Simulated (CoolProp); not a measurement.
Vapour-liquid equilibrium of cis-2-butene (1) + acetone (2) at 0.888 bar; x and y are mole fractions of (1).

The numbers come from the multi-fluid Helmholtz-energy mixture model, Lemmon 2005 and Lemmon 2006; pair parameters Bell 2016 in CoolProp.

| x | bubble temperature (K) | y at the bubble point | dew temperature at overall composition x (K) | liquid density (mol/L) |
|---|---|---|---|---|
| 0.05 | 311.6 | 0.419 | 324.0 | 13.09 |
| 0.15 | 294.8 | 0.732 | 321.1 | 13.11 |
| 0.25 | 286.5 | 0.830 | 317.8 | 12.97 |
| 0.35 | 282.2 | 0.872 | 314.3 | 12.77 |
| 0.45 | 279.8 | 0.893 | 310.3 | 12.54 |
| 0.55 | 278.4 | 0.906 | 305.7 | 12.31 |
| 0.65 | 277.3 | 0.917 | 300.3 | 12.09 |
| 0.75 | 276.3 | 0.929 | 293.5 | 11.88 |
| 0.85 | 275.3 | 0.947 | 284.5 | 11.70 |
| 0.95 | 274.1 | 0.977 | 275.1 | 11.54 |

No azeotrope shows between x = 0.05 and 0.95.

Pair parameters are fitted to limited data, so mixtures are less certain than the pure fluids. With so large a gap from Raoult's law the liquid may split in two, which this calculation doesn't test in full.
